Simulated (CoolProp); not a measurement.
Vapour-liquid equilibrium of R134a (1) + R142b (2) at 0.0108 MPa; x and y are mole fractions of (1).

Model: multi-fluid Helmholtz-energy mixture model, Tillner-Roth 1994 and Lemmon 2006; pair parameters Bell 2016, in CoolProp.

| x | bubble temperature (°C) | y at the bubble point | dew temperature at overall composition x (°C) | liquid density (mol/L) |
|---|---|---|---|---|
| 0.05 | -55.0 | 0.127 | -54.1 | 12.92 |
| 0.125 | -56.7 | 0.280 | -54.9 | 13.05 |
| 0.2 | -58.2 | 0.399 | -55.8 | 13.18 |
| 0.275 | -59.5 | 0.494 | -56.7 | 13.31 |
| 0.35 | -60.5 | 0.573 | -57.6 | 13.44 |
| 0.425 | -61.5 | 0.639 | -58.5 | 13.56 |
| 0.5 | -62.3 | 0.696 | -59.5 | 13.69 |
| 0.575 | -63.0 | 0.747 | -60.6 | 13.82 |
| 0.65 | -63.6 | 0.794 | -61.6 | 13.95 |
| 0.725 | -64.1 | 0.837 | -62.7 | 14.09 |
| 0.8 | -64.6 | 0.880 | -63.7 | 14.22 |
| 0.875 | -65.1 | 0.923 | -64.6 | 14.36 |
| 0.95 | -65.5 | 0.968 | -65.3 | 14.51 |

No azeotrope shows between x = 0.05 and 0.95.

Pair parameters are fitted to limited data, so mixtures are less certain than the pure fluids.
